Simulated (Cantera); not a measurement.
Input: 1 mol Cu, 2 mol CO2, 58 mol H2, equilibrated at 775 K and 0.0133 bar.

These are equilibrium values from Cantera (NASA tables, ideal gas, pure condensed phases), not measurements of a reactor. Candidate condensed phases: C, C6H6, C7H8, C8H18, Cu, CuO, Cu(OH)2, Cu2O, H2O; 113 gas species. Equilibrium is a limit: real reactors are often held back by kinetics, nucleation or transport.

Base state: H2 0.929, H2O 0.0372, CO 0.0218, CH4 0.00770, CO2 0.00439 (mole fractions); condensed: Cu(s).

Q: What changes in the equilibrium state with this change: Cu replaced by Al?

A: 
```json
[
 {"species": "H2", "before": "0.929", "after": "0.946"},
 {"species": "H2O", "before": "0.0372", "after": "0.0198"},
 {"species": "CO", "before": "0.0218", "after": "0.0189"},
 {"species": "CH4", "before": "0.00770", "after": "0.0133"},
 {"species": "CO2", "before": "0.00439", "after": "0.00200"},
 {"species": "Cu(s), mol", "before": "1.00", "after": "0"},
 {"species": "Al2O3(s), mol", "before": "0", "after": "0.500"}
]
```
Further candidate phases: Al, Al2O3.

Q: What changes in the equilibrium state with this change: CO2 from 2 to 0.045 mol?

A: 
```
species      before     after
----------  -------  --------
H2            0.929     0.998
H2O          0.0372   0.00149
CH4         0.00770  0.000711
CO           0.0218   6.49e-5
CO2         0.00439   4.88e-7
Cu(s), mol     1.00      1.00
```
